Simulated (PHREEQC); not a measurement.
A column of 0.1 m (30 cells, dispersivity 0.008 m, 300 s a shift, diffusion coefficient 3e-10 m²/s) holds 0.0016 eq of the database's cation exchanger X per kg of pore water, first in equilibrium with 0.0017 mol/kgw BaCl2, 0.0009 mol/kgw ZnCl2 and 1e-05 mol/kgw HCl. It is flushed with 0.0014 mol MnCl2 and 1e-05 mol HCl per kg of water, at 15 °C. Values are for the last cell. CO2 from the air is kept out. Precipitation was switched off in this run.

The numbers come from PHREEQC with the ion-association model, phreeqc.dat.

| pore volumes | Mn in solution (mol/kgw) | Zn in solution (mol/kgw) | Ba in solution (mol/kgw) | Cl in solution (mol/kgw) | MnX2 on the exchanger (mol/kgw) | BaX2 on the exchanger (mol/kgw) |
|---|---|---|---|---|---|---|
| 0 | 0 | 0.000900 | 0.00170 | 0.00521 | 0 | 0.000558 |
| 0.2833 | 1.31e-7 | 0.000900 | 0.00170 | 0.00521 | 1.83e-8 | 0.000558 |
| 0.6833 | 0.000139 | 0.000760 | 0.00145 | 0.00470 | 2.24e-5 | 0.000543 |
| 0.95 | 0.000390 | 0.000540 | 0.00104 | 0.00395 | 8.09e-5 | 0.000504 |
| 1.217 | 0.000621 | 0.000359 | 0.000711 | 0.00339 | 0.000168 | 0.000447 |
| 1.617 | 0.000879 | 0.000198 | 0.000413 | 0.00299 | 0.000317 | 0.000346 |
| 1.883 | 0.00101 | 0.000136 | 0.000297 | 0.00289 | 0.000411 | 0.000282 |
| 2.15 | 0.00110 | 9.50e-5 | 0.000216 | 0.00284 | 0.000494 | 0.000225 |
| 2.417 | 0.00118 | 6.65e-5 | 0.000159 | 0.00282 | 0.000563 | 0.000176 |
| 2.817 | 0.00126 | 3.89e-5 | 9.99e-5 | 0.00281 | 0.000644 | 0.000118 |
| 3.083 | 0.00130 | 2.72e-5 | 7.32e-5 | 0.00281 | 0.000683 | 8.94e-5 |
| 3.35 | 0.00133 | 1.89e-5 | 5.34e-5 | 0.00281 | 0.000714 | 6.67e-5 |
| 3.75 | 0.00136 | 1.09e-5 | 3.30e-5 | 0.00281 | 0.000746 | 4.22e-5 |
| 4.017 | 0.00137 | 7.47e-6 | 2.38e-5 | 0.00281 | 0.000761 | 3.08e-5 |
